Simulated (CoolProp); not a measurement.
A single-stage vapour-compression cycle with the fluid: evaporating at 317.15 K (dew point), condensing at 342.15 K (bubble point), superheat 8 K, subcooling 0 K, compressor efficiency 0.7, no pressure losses. The same conditions are run with several fluids, on thermodynamics alone (safety and materials aside).

Computed with CoolProp (reference Helmholtz-energy equation of state of each fluid (trans-2-butene: Lemmon 2005; n-pentane: Thol 2019; propane: Lemmon 2009; n-hexane: Thol 2019; cis-2-butene: Lemmon 2005; R1336mzz(E): Akasaka 2023)).

```csv
fluid,cooling COP,pressure ratio,discharge temperature (K),refrigerating effect (kJ/kg),volumetric capacity (kJ/m³)
trans-2-butene,7.87,1.89,353.8,312,2940
n-pentane,8.02,2.09,348.6,304,1120
propane,6.74,1.69,356.0,238,7450
n-hexane,8.09,2.36,347.4,307,435
cis-2-butene,7.94,1.91,355.9,324,2800
R1336mzz(E),7.52,2.01,348.3,108,2650
```
